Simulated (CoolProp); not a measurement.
Vapour-liquid equilibrium of n-pentane (1) + acetone (2) at 357.8 K; x and y are mole fractions of (1).

Model: multi-fluid Helmholtz-energy mixture model, Thol 2019 and Lemmon 2006; pair parameters Bell 2016, in CoolProp.

**Question.** Give the bubble pressure and the first vapour's composition at x = 0.25, 0.75, 0.95. Is there an azeotrope?

**Answer.** x = 0.25: 0.4066 MPa, y = 0.487; x = 0.75: 0.4655 MPa, y = 0.730; x = 0.95: 0.4342 MPa, y = 0.914. y crosses x between x = 0.65 and 0.75: the model has an azeotrope there.

Pair parameters are fitted to limited data, so mixtures are less certain than the pure fluids.
